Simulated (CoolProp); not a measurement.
Vapour-liquid equilibrium of CHF3 (R23) (1) + R227EA (2) at 0.185 MPa; x and y are mole fractions of (1).

The numbers come from the multi-fluid Helmholtz-energy mixture model, Penoncello 2003 and Lemmon 2016; pair parameters Bell 2016 in CoolProp.

Task: Give the bubble temperature and the first vapour's composition at x = 0.05, 0.25, 0.45. Is there an azeotrope?

Result: x = 0.05: 259.6 K, y = 0.395; x = 0.25: 229.0 K, y = 0.887; x = 0.45: 216.1 K, y = 0.960. No azeotrope shows between x = 0.05 and 0.95.

The pair parameters rest on a limited set of measurements; away from them the model extrapolates. The gap from Raoult's law changes sign with composition, which may be real or a fault of the pair parameters; it wasn't checked against measurements.
